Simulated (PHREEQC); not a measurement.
## Acid mine or pickling water (model solution)

Synthetic water in mg/L, 25 °C, pH 2.71, pe 8.7: Na 29.8; K 2.36; Ca 136; Mg 14.8; Cl 103; S(6) as SO4 486; Mn(2) 0.0766.

Cl is adjusted to close the charge balance.
Valence states are taken as typed.

Model: ion-association model, wateq4f.dat, run in PHREEQC.

This is a speciation only: nothing precipitates in the calculation.

**Question.** Estimate the ionic strength.

**Answer.** ionic strength 0.0166 mol/kgw.

**Question.** In which forms is Mg present?

**Answer.** Mg+2 76 %, MgSO4 24 % of the Mg.

Species that the database lacks are ignored.
